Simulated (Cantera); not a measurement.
An adiabatic, constant-pressure homogeneous reactor starts with CH4 : CO : O2 : N2 : H2O = 1 : 0.57 : 1.27 : 11.6 : 0.38 (molar parts), at 1525 K and 9.87 atm. Integrator tolerance rtol = 1e-08.

Model: GRI-Mech 3.0 (53 species, 325 reactions), integrated in Cantera.

What does this change do: constant volume in place of constant pressure?


| quantity | before | after |
|---|---|---|
| time of steepest temperature rise | 0.557 ms | 0.503 ms |
| temperature at 0.200 s | 2240 K | 2447 K |
| equilibrium temperature | 2240 K | 2447 K |
| x(CH4) at 0.200 s | 1.34e-10 (gas-phase equilibrium 1.50e-10) | 1.33e-10 (gas-phase equilibrium 1.49e-10) |
| x(CO) at 0.200 s | 0.0758 (gas-phase equilibrium 0.0758) | 0.0771 (gas-phase equilibrium 0.0771) |
| x(O2) at 0.200 s | 7.00e-7 (gas-phase equilibrium 7.00e-7) | 4.37e-6 (gas-phase equilibrium 4.37e-6) |
| x(NO2) at 0.200 s | 1.71e-10 (gas-phase equilibrium 1.71e-10) | 1.64e-9 (gas-phase equilibrium 1.64e-9) |
| x(NO) at 0.200 s | 2.46e-5 (gas-phase equilibrium 2.46e-5) | 9.31e-5 (gas-phase equilibrium 9.31e-5) |
| x(H2O) at 0.200 s | 0.0981 (gas-phase equilibrium 0.0981) | 0.0991 (gas-phase equilibrium 0.0991) |
| x(CH2O) at 0.200 s | 1.66e-8 (gas-phase equilibrium 1.66e-8) | 2.76e-8 (gas-phase equilibrium 2.76e-8) |

What does this change do: initial temperature 1525 to 1600 K?


```csv
quantity,before,after
time of steepest temperature rise,0.557 ms,0.253 ms
temperature at 0.200 s,2240 K,2311 K
equilibrium temperature,2240 K,2311 K
x(CH4) at 0.200 s,1.34e-10 (gas-phase equilibrium 1.50e-10),9.14e-11 (gas-phase equilibrium 1.02e-10)
x(CO) at 0.200 s,0.0758 (gas-phase equilibrium 0.0758),0.0762 (gas-phase equilibrium 0.0762)
x(O2) at 0.200 s,7.00e-7 (gas-phase equilibrium 7.00e-7),1.64e-6 (gas-phase equilibrium 1.64e-6)
x(NO2) at 0.200 s,1.71e-10 (gas-phase equilibrium 1.71e-10),4.24e-10 (gas-phase equilibrium 4.24e-10)
x(NO) at 0.200 s,2.46e-5 (gas-phase equilibrium 2.46e-5),4.37e-5 (gas-phase equilibrium 4.37e-5)
x(H2O) at 0.200 s,0.0981 (gas-phase equilibrium 0.0981),0.0985 (gas-phase equilibrium 0.0985)
x(CH2O) at 0.200 s,1.66e-8 (gas-phase equilibrium 1.66e-8),1.65e-8 (gas-phase equilibrium 1.65e-8)
```
